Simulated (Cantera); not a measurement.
# Hydrogen reduction and annealing atmospheres: Nb₂O₅ + H₂

A closed system holds: 1 mol Nb₂O₅, 120 mol H₂, held at 190000 Pa.

These are equilibrium values from Cantera (NASA tables, ideal gas, pure condensed phases), not measurements of a reactor. Candidate condensed phases: H₂O, Nb, NbO, NbO₂, Nb₂O₅; 12 gas species. Mutual solubility and eutectic melting of coexisting phases are not modelled. NbO: taken at fixed stoichiometry. Condensed phases not in the tables: the oxides between NbO₂ and Nb₂O₅. Kinetics and transport are ignored.

```json
[
 {"T (K)": "923", "x H₂": "0.997", "x H₂O": "0.00286", "x H": "1.77e-10", "x NbO₂": "<1e-12", "x OH": "<1e-12", "x NbO": "<1e-12", "n NbO₂(s)": "0.688", "n Nb₂O₅(s)": "0.656", "n NbO(s)": "0"},
 {"T (K)": "1023", "x H₂": "0.994", "x H₂O": "0.00640", "x H": "2.99e-9", "x NbO₂": "<1e-12", "x OH": "<1e-12", "x NbO": "<1e-12", "n NbO₂(s)": "1.54", "n Nb₂O₅(s)": "0.232", "n NbO(s)": "0"},
 {"T (K)": "1123", "x H₂": "0.992", "x H₂O": "0.00833", "x H": "3.08e-8", "x NbO₂": "<1e-12", "x OH": "1.33e-12", "x NbO": "<1e-12", "n NbO₂(s)": "2.00", "n Nb₂O₅(s)": "0", "n NbO(s)": "0"},
 {"T (K)": "1223", "x H₂": "0.992", "x H₂O": "0.00833", "x H": "2.17e-7", "x NbO₂": "<1e-12", "x OH": "1.64e-11", "x NbO": "<1e-12", "n NbO₂(s)": "2.00", "n Nb₂O₅(s)": "0", "n NbO(s)": "0"},
 {"T (K)": "1323", "x H₂": "0.992", "x H₂O": "0.00833", "x H": "1.15e-6", "x NbO₂": "<1e-12", "x OH": "1.39e-10", "x NbO": "<1e-12", "n NbO₂(s)": "2.00", "n Nb₂O₅(s)": "0", "n NbO(s)": "0"},
 {"T (K)": "1423", "x H₂": "0.992", "x H₂O": "0.00833", "x H": "4.80e-6", "x NbO₂": "2.82e-12", "x OH": "8.75e-10", "x NbO": "<1e-12", "n NbO₂(s)": "2.00", "n Nb₂O₅(s)": "0", "n NbO(s)": "0"},
 {"T (K)": "1523", "x H₂": "0.992", "x H₂O": "0.00833", "x H": "1.67e-5", "x NbO₂": "6.38e-11", "x OH": "4.32e-9", "x NbO": "<1e-12", "n NbO₂(s)": "2.00", "n Nb₂O₅(s)": "0", "n NbO(s)": "0"},
 {"T (K)": "1623", "x H₂": "0.992", "x H₂O": "0.00833", "x H": "4.99e-5", "x NbO₂": "9.72e-10", "x OH": "1.76e-8", "x NbO": "6.85e-12", "n NbO₂(s)": "2.00", "n Nb₂O₅(s)": "0", "n NbO(s)": "0"},
 {"T (K)": "1723", "x H₂": "0.992", "x H₂O": "0.00833", "x H": "0.000132", "x NbO₂": "1.07e-8", "x OH": "6.07e-8", "x NbO": "1.41e-10", "n NbO₂(s)": "2.00", "n Nb₂O₅(s)": "0", "n NbO(s)": "0"},
 {"T (K)": "1823", "x H₂": "0.991", "x H₂O": "0.00833", "x H": "0.000313", "x NbO₂": "8.91e-8", "x OH": "1.83e-7", "x NbO": "2.06e-9", "n NbO₂(s)": "2.00", "n Nb₂O₅(s)": "0", "n NbO(s)": "0"},
 {"T (K)": "1923", "x H₂": "0.990", "x H₂O": "0.00939", "x H": "0.000680", "x NbO₂": "5.91e-7", "x OH": "5.55e-7", "x NbO": "1.99e-8", "n NbO₂(s)": "1.87", "n Nb₂O₅(s)": "0", "n NbO(s)": "0.128"},
 {"T (K)": "2023", "x H₂": "0.986", "x H₂O": "0.0129", "x H": "0.00137", "x NbO₂": "3.23e-6", "x OH": "1.86e-6", "x NbO": "1.24e-7", "n NbO₂(s)": "1.45", "n Nb₂O₅(s)": "0", "n NbO(s)": "0.546"},
 {"T (K)": "2123", "x H₂": "0.980", "x H₂O": "0.0171", "x H": "0.00258", "x NbO₂": "1.49e-5", "x OH": "5.55e-6", "x NbO": "6.43e-7", "n NbO₂(s)": "0.945", "n Nb₂O₅(s)": "0", "n NbO(s)": "1.05"}
]
```
x: gas mole fraction; n: condensed amount in mol.

From 923 K to 1023 K the condensed part is NbO₂(s) + Nb₂O₅(s). From 1123 K to 1823 K the condensed part is NbO₂(s). From 1923 K to 2123 K the condensed part is NbO(s) + NbO₂(s).
